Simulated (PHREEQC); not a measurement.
## Reverse-osmosis permeate

A made-up water analysis in mg/L, 25 °C, pH 6.35, pe 10.5: Na 4.2; K 6.13; Ca 4.53; Mg 3.3; Cl 13.9; S(6) as SO4 10.7; Alkalinity as HCO3 14.4; B 0.263.

Valence states are taken as typed.

All values are PHREEQC results (ion-association model, wateq4f.dat), not measurements.

* **ionic strength**: 0.00119 mol/kgw
* **charge-balance error**: -0.8 %

```csv
species,molality,activity,log γ
Cl-,0.000392,0.000377,-0.017
HCO3-,0.000236,0.000227,-0.017
CO2,0.000228,0.000228,0.000
Na+,0.000183,0.000176,-0.017
K+,0.000157,0.000151,-0.017
Mg+2,0.000133,0.000114,-0.066
Ca+2,0.000111,9.53e-5,-0.066
SO4-2,0.000107,9.18e-5,-0.067
H3BO3,2.43e-5,2.43e-5,0.000
MgSO4,2.46e-6,2.46e-6,0.000
CaSO4,1.75e-6,1.75e-6,0.000
H+,4.63e-7,4.47e-7,-0.016
```

Precipitation was switched off in this run. Species that the database lacks are ignored.
